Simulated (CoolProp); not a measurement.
The numbers come from the reference Helmholtz-energy equation of state, Wagner 2002 in CoolProp.

Question: For water, give the phase and the density (kg/m³), expansivity (1/kK) at 644.9 K and 5730 kPa; 662.9 K and 5730 kPa.

Answer: 
- 644.9 K and 5730 kPa: gas; density 21.3, expansivity 2.28
- 662.9 K and 5730 kPa: gas; density 20.5, expansivity 2.12
